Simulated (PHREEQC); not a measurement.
## Ultrapure water in contact with air or piping

A made-up water analysis in mg/L, 25 °C, pH 6.05, pe 9.8:

```csv
constituent,mg/L
Na,0.0571
K,0.00534
Ca,0.00944
Mg,0.0103
Cl,0.052
S(6) as SO4,0.0397
Alkalinity as HCO3,0.106
Pb,0.00206
F,1.55e-05
B,0.000143
Cu(2),0.000748
```

Cl is adjusted to close the charge balance.
Valence states are taken as typed.

Model: ion-association model, wateq4f.dat, run in PHREEQC.

Each row changes one thing in this solution. Precipitation was switched off in this run.

| case | ionic strength (mol/kgw) | CO2 (mol/kgw) | HCO3- (mol/kgw) | Cu+2 (mol/kgw) | Cu(OH)2 (mol/kgw) | PbOH+ (mol/kgw) | SI of Tenorite (CuO) | SI of Pb(OH)2 (Pb(OH)2) |
|---|---|---|---|---|---|---|---|---|
| as made | 5.97e-6 | 5.23e-6 | 2.62e-6 | 1.13e-8 | 2.95e-10 | 2.10e-10 | -3.47 | -4.07 |
| all concentrations times 2 at the same typed pH | … | 8.69e-6 | 4.35e-6 | 2.27e-8 | 5.87e-10 | 4.18e-10 | … | … |
| temperature from 25 to 10 °C at the same typed pH | 5.97e-6 | 6.78e-6 | … | 1.13e-8 | 2.95e-10 | 2.10e-10 | … | -4.61 |

What belongs in the gaps?


- all concentrations times 2 at the same typed pH, ionic strength (mol/kgw): 1.10e-5
- all concentrations times 2 at the same typed pH, SI of Tenorite (CuO): -3.17
- all concentrations times 2 at the same typed pH, SI of Pb(OH)2 (Pb(OH)2): -3.77
- temperature from 25 to 10 °C at the same typed pH, HCO3- (mol/kgw): 2.63e-6
- temperature from 25 to 10 °C at the same typed pH, SI of Tenorite (CuO): -4.06

Complexes and solids missing from the database can't appear. Constants without temperature data keep their 25 °C values here. Real BF4- forms and hydrolyses slowly; the run takes it at equilibrium.
